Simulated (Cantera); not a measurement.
Stirred combustor or abatement burner

A perfectly stirred reactor is fed with CH4 : H2 : O2 : N2 = 1 : 1 : 3.68 : 13.8 (molar parts), at 0.365 atm; it is adiabatic with a 525 K inlet, and is followed from long to short residence time, starting on the burning branch (τ in s: 0.27, 0.1, 0.041, 0.016, 0.0062, 0.0024, 0.00094, 0.00036, 0.00014, 5.5e-05, 2.1e-05).

Cantera simulation using GRI-Mech 3.0 (53 species, 325 reactions); the numbers are that mechanism's predictions, not measurements.

| τ (s) | T (K) | x CH4 | x H2 | x O2 | x HCN | x C2H4 |
|---|---|---|---|---|---|---|
| 0.27 | 2001 | 2.68e-6 | 0.000569 | 0.0616 | 1.65e-8 | 5.87e-11 |
| 0.10 | 1989 | 5.43e-6 | 0.000903 | 0.0617 | 1.73e-8 | 1.81e-10 |
| 0.041 | 1970 | 9.74e-6 | 0.00147 | 0.0620 | 1.90e-8 | 4.04e-10 |
| 0.016 | 1936 | 1.80e-5 | 0.00245 | 0.0625 | 2.32e-8 | 8.67e-10 |
| 0.0062 | 1885 | 3.44e-5 | 0.00392 | 0.0634 | 3.14e-8 | 1.95e-9 |
| 0.0024 | 1816 | 7.02e-5 | 0.00582 | 0.0648 | 4.44e-8 | 5.15e-9 |
| 0.00094 | 1730 | 0.000157 | 0.00795 | 0.0671 | 6.30e-8 | 1.71e-8 |
| 0.00036 | 1627 | 0.000421 | 0.0103 | 0.0714 | 9.35e-8 | 8.47e-8 |
| 0.00014 | 1509 | 0.00151 | 0.0146 | 0.0815 | 1.63e-7 | 8.70e-7 |
| 5.5e-5 | 525 | 0.0513 | 0.0513 | 0.189 | <1e-12 | <1e-12 |
| 2.1e-5 | 525 | 0.0513 | 0.0513 | 0.189 | <1e-12 | <1e-12 |
x: mole fraction; the columns are a selection and need not sum to one.
